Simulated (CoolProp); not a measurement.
Values from CoolProp's reference Helmholtz-energy equation of state, Gao 2016.

Question: Give the vapour pressure (kPa), liquid cp (kJ/(kg K)), vapour Z, surface tension (mN/m) of saturated sulfur dioxide at 136.35 °C.

Answer: 
```json
[
 {"T (°C)": "136.35", "p (kPa)": "5520", "liquid cp (kJ/(kg K))": "2.66", "vapour Z": "0.564", "surface tension (mN/m)": "1.21"}
]
```

Surface tension comes from a separate correlation (Mulero 2012).
